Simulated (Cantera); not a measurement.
Charge: 1 mol Pb, 3.4 mol H₂S, 58 mol N₂, equilibrated at 927 °C and 2700 Pa.

These are equilibrium values from Cantera (NASA tables, ideal gas, pure condensed phases), not measurements of a reactor. Candidate condensed phases: Pb, PbS, S; 18 gas species. Gases not in the tables: S₃ to S₇. Equilibrium is a limit: real reactors are often held back by kinetics, nucleation or transport.

Base state: N₂ 0.919, H₂ 0.0386, PbS 0.0156, H₂S 0.0152, S₂ 0.0115, Pb 0.000276, SH 7.70e-5 (mole fractions); condensed: gas only.

Q: What changes in the equilibrium state with this change: temperature from 927 °C to 1652 °C?

A: 
| species | before | after |
|---|---|---|
| N₂ | 0.919 | 0.906 |
| H₂ | 0.0386 | 0.0506 |
| S₂ | 0.0115 | 0.0215 |
| H₂S | 0.0152 | 0.000889 |
| PbS | 0.0156 | 0.00564 |
| Pb | 0.000276 | 0.00998 |
| H | 2.36e-7 | 0.00131 |
| S | 3.45e-7 | 0.00170 |
| SH | 7.70e-5 | 0.00198 |
